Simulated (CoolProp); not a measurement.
The fluoroketone C6F12O (FK-5-1-12) along the isobar 0.63 MPa: density (kg/m³) from the reference equation and from simpler models built on Tc = 168.7 °C, pc = 1.869 MPa, ω = 0.471; each cubic takes its own stable root.

The numbers come from the reference Helmholtz-energy equation of state, McLinden 2015 in CoolProp.

```tsv
T (°C)	phase	reference
-65.65	liquid	1856
-49.95	liquid	1814
-34.35	liquid	1772
-18.75	liquid	1730
-3.15	liquid	1686
12.45	liquid	1642
28.15	liquid	1596
43.75	liquid	1547
59.35	liquid	1496
74.95	liquid	1442
90.65	liquid	1381
106.25	liquid	1314
121.85	gas	77.15
137.45	gas	70.89
153.05	gas	66.05
```

Q: How far does each simpler model (van der Waals, Soave-Redlich-Kwong, Peng-Robinson) lie from the reference over these 15 states: mean and median of the absolute difference, and the worst?

A: 
- van der Waals: mean 44.7 %, median 41.4 %, worst -94.2 % at 106.25 °C and 0.63 MPa
- Soave-Redlich-Kwong: mean 7.8 %, median 8.9 %, worst -11.8 % at 106.25 °C and 0.63 MPa
- Peng-Robinson: mean 1.9 %, median 1.7 %, worst +3.4 % at 43.75 °C and 0.63 MPa

At some of these states van der Waals gives the other phase, because its saturation line lies elsewhere.
